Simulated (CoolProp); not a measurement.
Properties of benzene at several states (Tc = 562.0 K, pc = 4.906 MPa, ω = 0.211).

Computed with CoolProp (reference Helmholtz-energy equation of state, Thol 2012).

```csv
T (K),p (MPa),phase,density (kg/m³),Joule-Thomson coefficient (K/MPa),isothermal compressibility (1/MPa),viscosity (µPa s),Prandtl number,fugacity coefficient
359.8,5.08,liquid,812.4,-0.3323,0.001525,314,4.85,0.02747
333.9,0.0469,gas,1.345,39.85,21.74,8.42,0.750,0.9817
612.8,0.0166,gas,0.2547,5.537,60.29,15.3,0.753,0.9991
```

Viscosity comes from a separate model (Avgeri 2014). Thermal conductivity comes from a separate model (Assael 2012).
